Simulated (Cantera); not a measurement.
An isothermal, constant-pressure homogeneous reactor starts with CO : O2 : H2O : N2 : H2 = 0.0012 : 0.0074 : 0.00037 : 1 : 0.027 (molar parts), at 1273 K and 7500 Torr.

Cantera simulation using GRI-Mech 3.0 (53 species, 325 reactions); the numbers are that mechanism's predictions, not measurements. The hydrogen kinetics of GRI-Mech 3.0 are dated; newer H2 mechanisms differ, most at raised pressure.

x: mole fraction; the columns are a selection and need not sum to one.

| t (s) | x CO | x O2 | x H2O | x OH | x O | x NO | x CO2 |
|---|---|---|---|---|---|---|---|
| 4.00e-6 | 0.00116 | 0.00714 | 0.000357 | 9.64e-11 | 1.62e-10 | <1e-12 | 6.16e-11 |
| 9.72e-6 | 0.00116 | 0.00714 | 0.000357 | 3.37e-10 | 5.67e-10 | <1e-12 | 2.24e-10 |
| 2.36e-5 | 0.00116 | 0.00714 | 0.000357 | 2.11e-9 | 3.52e-9 | <1e-12 | 1.62e-9 |
| 5.74e-5 | 0.00116 | 0.00714 | 0.000363 | 9.96e-8 | 1.49e-7 | <1e-12 | 7.39e-8 |
| 0.000139 | 0.00107 | 0.000569 | 0.0134 | 3.71e-5 | 2.37e-5 | 3.87e-7 | 9.71e-5 |
| 0.000339 | 0.00102 | ? | 0.0146 | ? | ? | ? | ? |
| 0.000823 | 0.00101 | 1.71e-7 | 0.0146 | 9.87e-7 | 6.07e-9 | 4.07e-7 | 0.000161 |
| 0.00200 | 0.000991 | ? | 0.0146 | ? | 7.97e-10 | ? | 0.000176 |
| 0.00486 | 0.000978 | 1.43e-9 | 0.0146 | 1.44e-7 | 1.22e-10 | 2.34e-7 | 0.000189 |
| 0.0118 | 0.000966 | 1.60e-10 | 0.0145 | 5.84e-8 | 2.01e-11 | 1.29e-7 | 0.000201 |
| 0.0287 | 0.000954 | 1.90e-11 | 0.0145 | 2.42e-8 | 3.44e-12 | 5.88e-8 | 0.000213 |
| 0.0697 | 0.000943 | 2.44e-12 | 0.0145 | 1.01e-8 | <1e-12 | 2.33e-8 | 0.000224 |
| 0.169 | 0.000932 | <1e-12 | 0.0145 | 4.18e-9 | <1e-12 | 8.56e-9 | 0.000235 |
| 0.412 | 0.000921 | <1e-12 | 0.0145 | 1.74e-9 | <1e-12 | 3.01e-9 | 0.000246 |
| 1.00 | 0.000910 | <1e-12 | 0.0145 | 7.62e-10 | <1e-12 | 1.00e-9 | 0.000256 |

Task: Some entries are withheld; supply them.

Result: 
- 0.000339, x O2: 3.38e-6
- 0.000339, x OH: 3.18e-6
- 0.000339, x O: 8.12e-8
- 0.000339, x NO: 4.42e-7
- 0.000339, x CO2: 0.000142
- 0.00200, x O2: 1.42e-8
- 0.00200, x OH: 3.65e-7
- 0.00200, x NO: 3.39e-7
